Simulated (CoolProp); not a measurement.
Model: reference Helmholtz-energy equation of state, Lemmon 2004, in CoolProp. It is a short technical equation, of lower accuracy than the large ones.

Give the vapour pressure (MPa), enthalpy of vaporisation (kJ/kg), vapour Z, surface tension (mN/m) of saturated n-dodecane at 432.3 K.


```tsv
T (K)	p (MPa)	enthalpy of vaporisation (kJ/kg)	vapour Z	surface tension (mN/m)
432.3	0.0207	289	0.977	13.9
```

Surface tension comes from a separate correlation (Mulero 2012).
